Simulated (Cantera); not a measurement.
NO annealing gas

An isothermal, constant-pressure homogeneous reactor starts with NO : N2 = 1 : 0.2 (molar parts), at 2100 K and 0.128 atm.

Model: GRI-Mech 3.0 (53 species, 325 reactions), integrated in Cantera.

```json
[
 {"t (s)": "0.000300", "x NO": "0.833", "x O2": "2.52e-6", "x N2O": "5.74e-5", "x O": "6.15e-5", "x NO2": "6.39e-6", "x N2": "0.167"},
 {"t (s)": "0.000842", "x NO": "0.833", "x O2": "2.34e-5", "x N2O": "0.000137", "x O": "0.000176", "x NO2": "2.91e-5", "x N2": "0.167"},
 {"t (s)": "0.00236", "x NO": "0.832", "x O2": "0.000246", "x N2O": "0.000251", "x O": "0.000438", "x NO2": "7.84e-5", "x N2": "0.167"},
 {"t (s)": "0.00662", "x NO": "0.829", "x O2": "0.00157", "x N2O": "0.000296", "x O": "0.000597", "x NO2": "0.000104", "x N2": "0.168"},
 {"t (s)": "0.0186", "x NO": "0.821", "x O2": "0.00573", "x N2O": "0.000288", "x O": "0.000652", "x NO2": "0.000117", "x N2": "0.173"},
 {"t (s)": "0.0521", "x NO": "0.796", "x O2": "0.0178", "x N2O": "0.000264", "x O": "0.000779", "x NO2": "0.000146", "x N2": "0.185"},
 {"t (s)": "0.146", "x NO": "0.726", "x O2": "0.0529", "x N2O": "0.000206", "x O": "0.00106", "x NO2": "0.000199", "x N2": "0.220"},
 {"t (s)": "0.410", "x NO": "0.537", "x O2": "0.147", "x N2O": "0.000102", "x O": "0.00157", "x NO2": "0.000237", "x N2": "0.314"},
 {"t (s)": "1.15", "x NO": "0.213", "x O2": "0.308", "x N2O": "1.45e-5", "x O": "0.00218", "x NO2": "0.000136", "x N2": "0.476"},
 {"t (s)": "3.23", "x NO": "0.0369", "x O2": "0.396", "x N2O": "5.68e-7", "x O": "0.00245", "x NO2": "2.68e-5", "x N2": "0.564"},
 {"t (s)": "9.06", "x NO": "0.0128", "x O2": "0.408", "x N2O": "2.12e-7", "x O": "0.00248", "x NO2": "9.46e-6", "x N2": "0.576"},
 {"t (s)": "25.4", "x NO": "0.0119", "x O2": "0.409", "x N2O": "2.05e-7", "x O": "0.00248", "x NO2": "8.81e-6", "x N2": "0.577"},
 {"t (s)": "71.3", "x NO": "0.0119", "x O2": "0.409", "x N2O": "2.05e-7", "x O": "0.00248", "x NO2": "8.81e-6", "x N2": "0.577"},
 {"t (s)": "200", "x NO": "0.0119", "x O2": "0.409", "x N2O": "2.05e-7", "x O": "0.00248", "x NO2": "8.81e-6", "x N2": "0.577"}
]
```
x: mole fraction; the columns are a selection and need not sum to one.

Equilibrium at this temperature and pressure: NO 0.0119, O2 0.409, N2O 2.05e-7, O 0.00248, NO2 8.81e-6, N2 0.577 (gas phase only).
